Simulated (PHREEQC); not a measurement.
## Brine: an equilibrium model

Dissolve 2.3 mol LiCl and 0.24 mol MnCl2 per kg of water at 70 °C. Closed to the air; pH follows from the charge balance.

Model: ion-association model, phreeqc.dat, run in PHREEQC.

Precipitation was switched off in this run.

Predict the pH.

pH 5.55.

In which forms is Cl present?

Cl- 92 %, MnCl+ 4.1 %, MnCl3- 2.9 %, MnCl2 1.5 % of the Cl.

Caution: at this ionic strength the ion-association model is outside its range; a Pitzer model would be the better tool where its parameters exist. Complexes and solids missing from the database can't appear. At this temperature some constants are extrapolated from 25 °C, and those without enthalpy data are left unchanged.
